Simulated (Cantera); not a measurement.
Abatement and gas-phase synthesis: N₂O + SO₂ + O₂

A closed system holds: 1 mol N₂O, 0.099 mol SO₂, 0.85 mol O₂, held at 3300 K and 750 Torr.

Method: chemical equilibrium by Gibbs-energy minimisation in Cantera with the NASA 1993 tables (ideal gas, pure condensed phases). Candidate condensed phases: S; 17 gas species. Equilibrium is a limit: real reactors are often held back by kinetics, nucleation or transport.

```json
{
 "x(O₂)": "0.385",
 "x(N₂)": "0.340",
 "x(O)": "0.179",
 "x(NO)": "0.0591",
 "x(SO₂)": "0.0277",
 "x(SO)": "0.00839",
 "x(S)": "0.000487",
 "x(N)": "4.72e-5",
 "x(NO₂)": "3.85e-5",
 "gas_amount": "2.704 mol",
 "log10 activity of S(l) (absent)": "-4.98"
}
```
